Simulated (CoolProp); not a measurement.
Chlorine at 293.15 K and 0.533 MPa is compressed adiabatically to 1.07 MPa with isentropic efficiency 0.8. Each further row changes one setting.

Model: reference Helmholtz-energy equation of state, Thol 2021, in CoolProp.

| case | work (kJ/kg) | final temperature (K) | final density (kg/m³) |
|---|---|---|---|
| as stated | 30.1 | 359.5 | 27.5 |
| efficiency 1 | ___ | ___ | ___ |
| efficiency 0.65 | 37.0 | ___ | 26.3 |

Q: Fill in the missing entries.

A: 
- efficiency 1, work (kJ/kg): 24.1
- efficiency 1, final temperature (K): 349.1
- efficiency 1, final density (kg/m³): 28.6
- efficiency 0.65, final temperature (K): 371.8
